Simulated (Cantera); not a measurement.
What does this Cantera script print?

```python
import numpy as np
import cantera as ct

gas_names = [...]  # 76 gases of nasa_gas.yaml made of C, H
cond_names = """
    C(gr) C6H6(L) C7H8(L) C8H18(L),n-octa
""".split()


# ... load() reads the species with a 1 bar reference pressure and builds the phases ...
atoms = {
    'C': {'C': 1},
    'H2': {'H': 2},
}
top_T = {'C(gr)': 4500}  # K; cautious upper limits of use, not melting points


# ... equilibrate(T, P, feed) seeds the gas with the atoms and calls Mixture.equilibrate('TP', solver="vcs", rtol=1e-11, max_steps=5000) ...
results = []
feed = {'C': 1, 'H2': 9.3}  # mol
T = 2648.15  # K
P = 10000  # Pa
mix = equilibrate(T, P, feed)
results.append((T, P, feed, dict(zip(mix.species_names, mix.species_moles))))
x = sorted(zip(gas.X, gas.species_names), reverse=True)
print(f"T = {T:g} K  P = {P:g} Pa  gas = {mix.phase_moles(0):.4g} mol")
print("   x: " + "  ".join(f"{s} {v:.3e}" for v, s in x if v > 0.0001))
print("   condensed (mol): " + ("  ".join(f"{mix.phase(i).name} {mix.phase_moles(i):.4g}"
      for i in range(1, mix.n_phases) if mix.phase_moles(i) > 1e-12) or "none"))
```

Output:

```
T = 2648.15 K  P = 10000 Pa  gas = 9.977 mol
   x: H2 8.475e-01  H 1.355e-01  C2H2,acetylene 1.652e-02  C2H 2.548e-04  C4H2 1.336e-04
   condensed (mol): C(gr) 0.6575
```

Method: chemical equilibrium by Gibbs-energy minimisation in Cantera with the NASA 1993 tables (ideal gas, pure condensed phases).
